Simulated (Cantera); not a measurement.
A perfectly stirred reactor is fed with 10.9 % CH4, 2.51 % H2, 17.8 % O2, 66.8 % N2, 1.97 % H2O, equivalence ratio 1.3, at 1800000 Pa; it is adiabatic with a 725 K inlet, and is followed from long to short residence time, starting on the burning branch (τ in s: 0.48, 0.14, 0.039, 0.011, 0.0031, 0.00087, 0.00025, 7e-05, 2e-05, 5.6e-06).

Model: GRI-Mech 3.0 (53 species, 325 reactions), integrated in Cantera. The pressure lies above the range GRI-Mech 3.0 was tuned for (to about 10 atm).

x: mole fraction; the columns are a selection and need not sum to one.

| τ (s) | T (K) | x CH4 | x H2 | x O2 | x H2O | x HO2 |
|---|---|---|---|---|---|---|
| 0.48 | 2358 | 1.56e-6 | 0.0441 | 1.18e-5 | 0.208 | 1.77e-8 |
| 0.14 | 2358 | (withheld) | 0.0441 | (withheld) | 0.208 | (withheld) |
| 0.039 | 2358 | 1.75e-5 | 0.0441 | 2.69e-5 | 0.208 | 2.62e-8 |
| 0.011 | 2356 | 5.27e-5 | 0.0440 | 6.44e-5 | 0.208 | 4.81e-8 |
| 0.0031 | 2354 | 0.000142 | 0.0438 | 0.000177 | 0.208 | 1.20e-7 |
| 0.00087 | 2349 | (withheld) | 0.0434 | (withheld) | 0.208 | (withheld) |
| 0.00025 | 2337 | 0.000817 | 0.0424 | 0.00148 | 0.207 | 1.19e-6 |
| 7.0e-5 | 2304 | 0.00191 | 0.0405 | 0.00450 | 0.206 | 4.60e-6 |
| 2.0e-5 | 2116 | 0.00852 | 0.0365 | 0.0230 | 0.193 | 3.67e-5 |
| 5.6e-6 | 725 | 0.109 | 0.0251 | 0.178 | 0.0197 | <1e-12 |

Task: Fill in the missing entries.

Result: 
- 0.14, x CH4: 5.23e-6
- 0.14, x O2: 1.51e-5
- 0.14, x HO2: 1.96e-8
- 0.00087, x CH4: 0.000354
- 0.00087, x O2: 0.000512
- 0.00087, x HO2: 3.61e-7
